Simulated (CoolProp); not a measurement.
Propylene at 293.15 K and 0.256 MPa is compressed adiabatically to 0.709 MPa with isentropic efficiency 0.85. Each further row changes one setting.

Model: reference Helmholtz-energy equation of state, Lemmon 2013, in CoolProp.

| case | work (kJ/kg) | final temperature (K) | final density (kg/m³) |
|---|---|---|---|
| as stated | ? | 341.7 | 11.3 |
| efficiency 1 | ? | ? | ? |
| efficiency 0.65 | ? | ? | 10.8 |

Question: What belongs in the gaps?

Answer: 
- as stated, work (kJ/kg): 70.3
- efficiency 1, work (kJ/kg): 59.8
- efficiency 1, final temperature (K): 335.8
- efficiency 1, final density (kg/m³): 11.5
- efficiency 0.65, work (kJ/kg): 92.0
- efficiency 0.65, final temperature (K): 353.6
